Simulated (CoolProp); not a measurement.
A single-stage vapour-compression cycle with the fluid: evaporating at 289.15 K (dew point), condensing at 318.15 K (bubble point), superheat 2 K, subcooling 2 K, compressor efficiency 0.85, no pressure losses. The same conditions are run with several fluids, on thermodynamics alone (safety and materials aside).

The numbers come from the reference Helmholtz-energy equation of state of each fluid (chlorine: Thol 2021; R22: Kamei 1995; propane: Lemmon 2009; R236FA: Pan 2012; propylene: Lemmon 2013; R115: Lemmon 2016) in CoolProp.

**Question.** Rank chlorine, R22, propane, R236FA, propylene, R115 by cooling COP, highest first.

**Answer.** chlorine (7.52), R236FA (7.32), R22 (7.21), propane (7.10), propylene (7.04), R115 (6.53)

| fluid | pressure ratio | discharge temperature (K) | refrigerating effect (kJ/kg) | volumetric capacity (kJ/m³) |
|---|---|---|---|---|
| chlorine | 2.14 | 360.1 | 229 | 4430 |
| R22 | 2.13 | 335.7 | 158 | 5380 |
| propane | 2.04 | 325.5 | 280 | 4490 |
| R236FA | 2.54 | 318.2 | 118 | 1590 |
| propylene | 2.01 | 328.9 | 282 | 5360 |
| R115 | 2.08 | 318.2 | 70.9 | 3850 |

The compression ends wet for: R236FA.
